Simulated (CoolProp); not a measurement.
Vapour-liquid equilibrium of n-hexane (1) + o-xylene (2) at 293.2 K; x and y are mole fractions of (1).

Computed with CoolProp (multi-fluid Helmholtz-energy mixture model, Thol 2019 and Zhou 2012; pair parameters Bell 2016).

| x | bubble pressure (MPa) | y at the bubble point | dew pressure at overall composition x (MPa) | liquid density (mol/L) |
|---|---|---|---|---|
| 0.05 | 0.001679 | 0.622 | 0.0006996 | 8.263 |
| 0.125 | 0.003117 | 0.812 | 0.0007575 | 8.222 |
| 0.2 | 0.004465 | 0.879 | 0.0008259 | 8.179 |
| 0.275 | 0.005731 | 0.913 | 0.0009078 | 8.136 |
| 0.35 | 0.006927 | 0.935 | 0.001008 | 8.091 |
| 0.425 | 0.008062 | 0.949 | 0.001132 | 8.045 |
| 0.5 | 0.009151 | 0.960 | 0.001292 | 7.998 |
| 0.575 | 0.01020 | 0.969 | 0.001504 | 7.950 |
| 0.65 | 0.01124 | 0.976 | 0.001800 | 7.900 |
| 0.725 | 0.01226 | 0.982 | 0.002239 | 7.849 |
| 0.8 | 0.01329 | 0.987 | 0.002961 | 7.797 |
| 0.875 | 0.01434 | 0.992 | 0.004358 | 7.743 |
| 0.95 | 0.01544 | 0.997 | 0.008108 | 7.688 |

No azeotrope shows between x = 0.05 and 0.95.

The pair parameters rest on a limited set of measurements; away from them the model extrapolates.
